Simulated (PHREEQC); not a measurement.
# Acid rinse or clean (model solution)

A solution holds 0.031 mol/kgw HBr, 0.00012 mol/kgw CuSO4 and 0.012 mol/kgw KCl, at 25 °C. Closed to the air; pH follows from the charge balance.

Equilibrium calculation in PHREEQC: ion-association model, wateq4f.dat.

This is a speciation only: nothing precipitates in the calculation.

### Question
What pH does the model give?

### Answer
pH 1.57.

### Question
In which forms is S present?

### Answer
HSO4- 59 %, SO4-2 39 %, KSO4- 1.6 % of the S.

Species that the database lacks are ignored.
